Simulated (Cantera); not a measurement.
Input: 1 mol Fe2O3, 1500 mol H2, 3.8 mol H2O, held at 1673.15 K and 97.5 Torr.

These are equilibrium values from Cantera (NASA tables, ideal gas, pure condensed phases), not measurements of a reactor. Candidate condensed phases: Fe, FeO, Fe(OH)2, Fe(OH)3, Fe2O3, Fe3O4, H2O; 12 gas species. Rates play no part.

### Question
What is the equilibrium state?

### Answer
- x(H2): 0.995
- x(H2O): 0.00452
- x(H): 0.000316
- x(Fe): 3.09e-5
- n(Fe(δ)): 1.95 mol
- gas amount: 1504 mol
